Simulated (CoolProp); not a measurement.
Vapour-liquid equilibrium of R114 (1) + n-pentane (2) at 0.223 MPa; x and y are mole fractions of (1).

Model: multi-fluid Helmholtz-energy mixture model, Platzer 1990 and Thol 2019; pair parameters Bell 2016, in CoolProp. This equation is an older, rougher fit; its heat capacities, sound speeds and derivatives of the liquid may be far off and weren't checked against measurements.

Give the bubble temperature and the first vapour's composition at x = 0.25, 0.55, 0.95. Is there an azeotrope?

x = 0.25: 316.4 K, y = 0.537; x = 0.55: 306.8 K, y = 0.767; x = 0.95: 300.0 K, y = 0.969. No azeotrope shows between x = 0.05 and 0.95.

The pair parameters rest on a limited set of measurements; away from them the model extrapolates.
